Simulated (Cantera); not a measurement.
Input: 1 mol Ti, 0.47 mol H₂O, 9.9 mol CO, equilibrated at 0.00133 bar.

Equilibrium computed with Cantera from the NASA thermochemical tables; the gas is ideal and each condensed phase is pure. Candidate condensed phases: C, C₆H₆, C₇H₈, C₈H₁₈, H₂O, Ti, TiC, TiO, TiO₂, Ti₂O₃, Ti₃O₅, Ti₄O₇; 113 gas species. Mutual solubility and eutectic melting of coexisting phases are not modelled. TiC, TiO: taken at fixed stoichiometry. Condensed phases not in the tables: solid solutions among these carbides, nitrides and lower oxides. Kinetics and transport are ignored.

x: gas mole fraction; n: condensed amount in mol.

| T (K) | x CO | x H₂ | x H | x TiO | x Ti | x CO₂ | x H₂O | n TiC(s) | n Ti₂O₃(s) | n TiO(s) |
|---|---|---|---|---|---|---|---|---|---|---|
| 1723 | 0.952 | 0.0466 | 0.00108 | 2.17e-6 | [?] | 1.75e-5 | 3.01e-6 | 0.412 | 0.294 | 0 |
| 1748 | 0.952 | 0.0465 | 0.00135 | 4.12e-6 | [?] | 1.73e-5 | 3.06e-6 | 0.412 | 0.294 | 0 |
| 1773 | 0.953 | 0.0456 | 0.00166 | 7.30e-6 | [?] | 1.67e-5 | 2.98e-6 | 0.265 | 0 | 0.735 |
| 1798 | 0.952 | 0.0454 | 0.00206 | 1.24e-5 | [?] | 1.59e-5 | 2.90e-6 | 0.265 | 0 | 0.735 |
| 1823 | 0.952 | 0.0452 | 0.00252 | 2.07e-5 | [?] | 1.52e-5 | 2.82e-6 | 0.265 | 0 | 0.735 |
| 1848 | 0.952 | 0.0449 | 0.00308 | 3.40e-5 | [?] | 1.45e-5 | 2.74e-6 | 0.265 | 0 | 0.735 |
| 1873 | 0.952 | 0.0446 | 0.00373 | 5.52e-5 | [?] | 1.38e-5 | 2.66e-6 | 0.265 | 0 | 0.734 |
| 1898 | 0.951 | 0.0442 | 0.00450 | 8.85e-5 | [?] | 1.32e-5 | 2.58e-6 | 0.265 | 0 | 0.734 |
| 1923 | 0.951 | 0.0437 | 0.00539 | 0.000140 | [?] | 1.27e-5 | 2.50e-6 | 0.265 | 0 | 0.733 |
| 1948 | 0.950 | 0.0431 | 0.00643 | 0.000218 | [?] | 1.21e-5 | 2.42e-6 | 0.265 | 0 | 0.732 |
| 1973 | 0.949 | 0.0425 | 0.00762 | 0.000336 | [?] | 1.16e-5 | 2.33e-6 | 0.265 | 0 | 0.731 |

### Question
What belongs in the gaps?

### Answer

- 1723, x Ti: 1.34e-7
- 1748, x Ti: 2.97e-7
- 1773, x Ti: 6.28e-7
- 1798, x Ti: 1.28e-6
- 1823, x Ti: 2.56e-6
- 1848, x Ti: 5.02e-6
- 1873, x Ti: 9.65e-6
- 1898, x Ti: 1.83e-5
- 1923, x Ti: 3.39e-5
- 1948, x Ti: 6.21e-5
- 1973, x Ti: 0.000112
